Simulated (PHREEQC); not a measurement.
Model water analysis in mg/L, 25 °C, pH 6.62, pe 11.7: Na 7290; K 1860; Ca 407; Mg 480; Cl 9620; S(6) as SO4 6810; Alkalinity as HCO3 333; Si as SiO2 90.1; Cd 8.03.

Valence states are taken as typed.

Computed with PHREEQC (ion-association model, phreeqc.dat).

Each row changes one thing in this solution. Precipitation was switched off in this run.

```csv
case,ionic strength (mol/kgw),K+ (mol/kgw),SO4-2 (mol/kgw),NaSO4- (mol/kgw),Mg+2 (mol/kgw),MgSO4 (mol/kgw),SI of SiO2(a) (SiO2),SI of Otavite (CdCO3)
as made,0.458,0.0460,0.0444,0.0152,0.0126,0.00744,-0.04,+0.13
temperature from 25 to 35 °C at the same typed pH,0.454,___,0.0431,0.0153,0.0118,0.00830,-0.12,+0.19
Cd from 8.03 to 16.1 mg/L,0.458,0.0460,0.0444,0.0152,0.0126,0.00744,-0.04,___
K from 1860 to 930 mg/L,0.447,___,0.0452,0.0155,0.0125,___,-0.05,+0.13
```

Problem. Some entries are withheld; supply them.

Solution. 
- temperature from 25 to 35 °C at the same typed pH, K+ (mol/kgw): 0.0457
- Cd from 8.03 to 16.1 mg/L, SI of Otavite (CdCO3): +0.44
- K from 1860 to 930 mg/L, K+ (mol/kgw): 0.0230
- K from 1860 to 930 mg/L, MgSO4 (mol/kgw): 0.00758

Some of these states are supersaturated (in Otavite, Quartz (slow to form), for instance).
